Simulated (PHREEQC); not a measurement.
Model water analysis in mg/kgw, 25 °C, pH 6.42, pe 8.7: Na 7.02; K 0.624; Ca 5.31; Mg 0.0153; Cl 10.6; S(6) as SO4 0.687; Alkalinity as HCO3 16.2; Si as SiO2 0.0468; O(0) (dissolved oxygen) 0.13; Pb 0.522; Zn 0.411.

Valence states are taken as typed.

Equilibrium calculation in PHREEQC: ion-association model, wateq4f.dat.

```json
{
  "ionic_strength": "0.000737 mol/kgw",
  "charge_balance_error": "2.2 %"
}
```

```json
[
 {"species": "Na+", "molality": "0.000305", "activity": "0.000296", "log γ": "-0.013"},
 {"species": "Cl-", "molality": "0.000299", "activity": "0.000290", "log γ": "-0.013"},
 {"species": "HCO3-", "molality": "0.000263", "activity": "0.000255", "log γ": "-0.013"},
 {"species": "CO2", "molality": "0.000218", "activity": "0.000218", "log γ": "0.000"},
 {"species": "Ca+2", "molality": "0.000132", "activity": "0.000117", "log γ": "-0.053"},
 {"species": "K+", "molality": "1.60e-5", "activity": "1.55e-5", "log γ": "-0.013"},
 {"species": "SO4-2", "molality": "6.98e-6", "activity": "6.18e-6", "log γ": "-0.053"},
 {"species": "Zn+2", "molality": "6.05e-6", "activity": "5.36e-6", "log γ": "-0.053"},
 {"species": "O2", "molality": "4.06e-6", "activity": "4.06e-6", "log γ": "0.000"},
 {"species": "Pb+2", "molality": "1.46e-6", "activity": "1.29e-6", "log γ": "-0.053"},
 {"species": "H4SiO4", "molality": "7.79e-7", "activity": "7.79e-7", "log γ": "0.000"},
 {"species": "PbCO3", "molality": "7.05e-7", "activity": "7.05e-7", "log γ": "0.000"},
 {"species": "Mg+2", "molality": "6.27e-7", "activity": "5.55e-7", "log γ": "-0.053"},
 {"species": "CaHCO3+", "molality": "3.92e-7", "activity": "3.81e-7", "log γ": "-0.013"}
]
```

This is a speciation only: nothing precipitates in the calculation.
